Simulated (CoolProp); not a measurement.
Vapour-liquid equilibrium of R1234yf (1) + R134a (2) at -1.15 °C; x and y are mole fractions of (1).

The numbers come from the multi-fluid Helmholtz-energy mixture model, Lemmon 2022 and Tillner-Roth 1994; pair parameters Bell 2022 in CoolProp.

Problem. Give the bubble pressure and the first vapour's composition at x = 0.125, 0.2, 0.95. Is there an azeotrope?

Solution. x = 0.125: 2.922 bar, y = 0.153; x = 0.2: 2.975 bar, y = 0.234; x = 0.95: 3.060 bar, y = 0.944. y crosses x between x = 0.65 and 0.725: the model has an azeotrope there.

Pair parameters are fitted to limited data, so mixtures are less certain than the pure fluids.
